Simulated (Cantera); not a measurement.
A closed system holds: 1 mol FeS2, 640 mol H2, 6.2 mol H2O, held at 48.0 Pa.

Method: chemical equilibrium by Gibbs-energy minimisation in Cantera with the NASA 1993 tables (ideal gas, pure condensed phases). Candidate condensed phases: Fe, FeO, Fe(OH)2, Fe(OH)3, FeS, FeSO4, FeS2, Fe2O3, Fe2(SO4)3, Fe3O4, H2O, H2SO4, S; 22 gas species. Kinetics and transport are ignored.

**Question.** At 1198 K, list the 5 most abundant gas species with their mole fractions, and the condensed phases.

**Answer.** H2 0.987, H2O 0.00959, H2S 0.00300, S2 3.75e-5, SH 2.19e-5. Condensed: Fe(γ).
